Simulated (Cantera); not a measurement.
Equilibrium for silicon nitride deposition: SiCl4 + NH3 + N2

A closed system holds: 1 mol SiCl4, 3.4 mol NH3, 2.1 mol N2, at 1825 K and 1.60 mbar.

Method: chemical equilibrium by Gibbs-energy minimisation in Cantera with the NASA 1993 tables (ideal gas, pure condensed phases). Candidate condensed phases: NH4Cl, Si, Si3N4; 28 gas species. The tables' values for SiCl, SiCl3 are old estimates; treat these amounts as uncertain. Equilibrium is a limit: real reactors are often held back by kinetics, nucleation or transport.

| Property | Value |
|---|---|
| x(H2) | 0.371 |
| x(N2) | 0.347 |
| x(HCl) | 0.182 |
| x(SiCl2) | 0.0889 |
| x(H) | 0.00670 |
| x(Cl) | 0.00251 |
| x(Si) | 0.000944 |
| x(SiCl) | 0.000845 |
| x(SiCl3) | 0.000482 |
| gas amount | 10.96 mol |
| log10 activity of Si(l) (absent) | -0.48 |
